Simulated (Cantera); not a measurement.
Input: 1 mol LiOH, 16 mol O₂, at 900 K and 100 Torr.

Method: chemical equilibrium by Gibbs-energy minimisation in Cantera with the NASA 1993 tables (ideal gas, pure condensed phases). Candidate condensed phases: H₂O, Li, LiH, LiOH, Li₂O; 17 gas species. Condensed phases not in the tables: the peroxide. Equilibrium is a limit: real reactors are often held back by kinetics, nucleation or transport.

What is the equilibrium state?


| Quantity | Result |
|---|---|
| x(O₂) | 0.970 |
| x(H₂O) | 0.0303 |
| n(Li₂O(s)) | 0.500 mol |
| gas amount | 16.50 mol |
| log10 activity of Li(l) (absent) | -13.71 |
